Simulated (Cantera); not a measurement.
Input: 1 mol LiOH, 0.069 mol H2O, 4.1 mol O2, at 1377 °C and 383 Torr.

Cantera equilibrium calculation (NASA polynomials, part measured and part estimated; ideal gas, pure solids and liquids). Candidate condensed phases: H2O, Li, LiH, LiOH, Li2O; 17 gas species. Equilibrium is a limit: real reactors are often held back by kinetics, nucleation or transport.

Q: What is the equilibrium state?

A: 
```json
{
  "x(O2)": "0.857",
  "x(H2O)": "0.0947",
  "x(LiOH)": "0.0476",
  "x(OH)": "0.000420",
  "x(Li2(OH)2)": "0.000241",
  "x(Li2O)": "7.49e-5",
  "x(O)": "3.36e-5",
  "x(Li2O2)": "2.39e-5",
  "x(LiO)": "1.03e-5",
  "n(Li2O(s))": "0.384 mol",
  "gas_amount": "4.784 mol",
  "log10 activity of Li(l) (absent)": "-5.90"
}
```
